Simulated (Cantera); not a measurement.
A Cantera script and what it prints.

```python
import numpy as np
import cantera as ct

gas_names = """
    CL CLO CL2 H HCL HOCL HO2 H2 H2O H2O2 O OH O2 O3 Ti TiCL TiCL2 TiCL3 TiCL4 TiO TiOCL TiOCL2 TiO2
""".split()
cond_names = """
    H2O(s) H2O(L) Ti(a) Ti(b) Ti(L) TiCL2(s) TiCL3(s) TiCL4(L) TiO(a) TiO(b) TiO(L) TiO2(ru) TiO2(L)
    Ti2O3(a) Ti2O3(b) Ti2O3(L) Ti3O5(a) Ti3O5(b) Ti3O5(L) Ti4O7(s) Ti4O7(L)
""".split()


def load(file, names, dense=False):
    # The tables refer to 1 bar. Condensed volumes are neglected.
    table = {s.name: s for s in ct.Species.list_from_file(file)}
    out = []
    for n in names:
        d = dict(table[n].input_data)
        d["thermo"] = dict(d["thermo"], **{"reference-pressure": 1e5})
        if dense:
            d["equation-of-state"] = {"model": "constant-volume", "density": "1e6 g/cm^3"}
        out.append(ct.Species.from_dict(d))
    return out


gas = ct.Solution(thermo="ideal-gas", species=load("nasa_gas.yaml", gas_names))
cond = {s.name: ct.Solution(thermo="fixed-stoichiometry", species=[s], name=s.name)
        for s in load("nasa_condensed.yaml", cond_names, dense=True)}
atoms = {
    'TiCl4': {'Ti': 1, 'CL': 4},
    'H2O': {'H': 2, 'O': 1},
    'H2': {'H': 2},
}
top_T = {'TiCL2(s)': 1300, 'TiCL3(s)': 1000}  # K; cautious upper limits of use, not melting points


def equilibrate(T, P, feed):
    n = {}
    for name, mol in feed.items():
        for a, k in atoms[name].items():
            n[a] = n.get(a, 0.0) + k * mol
    gas.TPX = T, P, n
    mass = sum(n.values()) * gas.mean_molecular_weight
    gas.equilibrate("TP")
    valid = [c for c in cond.values() if c.min_temp <= T <= top_T.get(c.name, c.max_temp)]
    mix = ct.Mixture([(gas, mass / gas.mean_molecular_weight)] + [(c, 0.0) for c in valid])
    mix.T, mix.P = T, P
    mix.equilibrate("TP", solver="vcs", rtol=1e-11, max_steps=5000)
    return mix


results = []
feed = {'TiCl4': 1, 'H2O': 28, 'H2': 140}  # mol
T = 2048  # K
P = 190  # Pa
mix = equilibrate(T, P, feed)
results.append((T, P, feed, dict(zip(mix.species_names, mix.species_moles))))
print(gas.report(threshold=1e-05))
for i in range(1, mix.n_phases):
    print(f"{mix.phase(i).name:16s} {mix.phase_moles(i):12.5e} mol")
```

Output:

```
       temperature   2048 K
          pressure   190 Pa
           density   5.787e-05 kg/m^3
  mean mol. weight   5.1864 kg/kmol
   phase of matter   gas

                          1 kg             1 kmol
                     ---------------   ---------------
          enthalpy        5.5408e+06        2.8737e+07  J
   internal energy        2.2576e+06        1.1709e+07  J
           entropy             49873        2.5866e+05  J/K
    Gibbs function       -9.6598e+07         -5.01e+08  J
 heat capacity c_p            7019.5             36406  J/K
 heat capacity c_v            5416.3             28091  J/K

                      mass frac. Y      mole frac. X     chem. pot. / RT
                     ---------------   ---------------   ---------------
                CL         0.0064787        0.00094784           -28.858
                 H         0.0088222          0.045392           -13.035
               HCL           0.15478          0.022019           -41.893
                H2           0.30348           0.78075            -26.07
               H2O           0.51995           0.14969           -49.942
                 O        0.00012274        3.9788e-05           -23.872
                OH         0.0031079        0.00094779           -36.907
               TiO        0.00019895        1.6156e-05           -46.805
              TiO2         0.0030307        0.00019681           -70.678
     [  +14 minor]        2.3526e-05         3.439e-06

Ti(L)             0.00000e+00 mol
TiCL4(L)          0.00000e+00 mol
TiO(L)            0.00000e+00 mol
TiO2(ru)          0.00000e+00 mol
Ti2O3(b)          0.00000e+00 mol
Ti3O5(b)          0.00000e+00 mol
Ti4O7(L)          2.40720e-01 mol
```

Cantera equilibrium calculation (NASA polynomials, part measured and part estimated; ideal gas, pure solids and liquids). Condensed phases not in the tables: Magnéli phases beyond Ti4O7.
